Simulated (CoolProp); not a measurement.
Computed with CoolProp (reference Helmholtz-energy equation of state, Thol 2015).

Question: For octamethylcyclotetrasiloxane (D4), give the phase and the Z, cp (kJ/(kg K)), cv (kJ/(kg K)), expansivity (1/kK) at 520.7 K and 1.01 bar; 575.9 K and 1.01 bar.

Answer: 
- 520.7 K and 1.01 bar: gas; Z 0.957, cp 1.86, cv 1.82, expansivity 2.25
- 575.9 K and 1.01 bar: gas; Z 0.971, cp 1.97, cv 1.93, expansivity 1.94
